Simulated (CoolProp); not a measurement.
Vapour pressure (MPa) of ethylbenzene: the reference equation beside estimates from Tc = 617.1 K, pc = 3.622 MPa, ω = 0.304. Clausius-Clapeyron is anchored at 319.8 K with a constant enthalpy of vaporisation of 40.99 kJ/mol.

Computed with CoolProp (reference Helmholtz-energy equation of state, Zhou 2012).

```tsv
T (K)	reference	Lee-Kesler	Clausius-Clapeyron
283.5	0.0005247	0.0004954	0.0005556
301.6	0.001554	0.001470	0.001577
319.8	0.003999	0.003806	0.003999
337.9	0.009083	0.008720	0.009133
356	0.01868	0.01811	0.01918
374.2	0.03550	0.03475	0.03761
392.3	0.06267	0.06189	0.06907
410.5	0.1046	0.1041	0.1206
```

Absolute difference from the reference over all 8 rows, mean and median: Lee-Kesler 3.3 and 3.5 %, Clausius-Clapeyron 5.3 and 4.3 %.
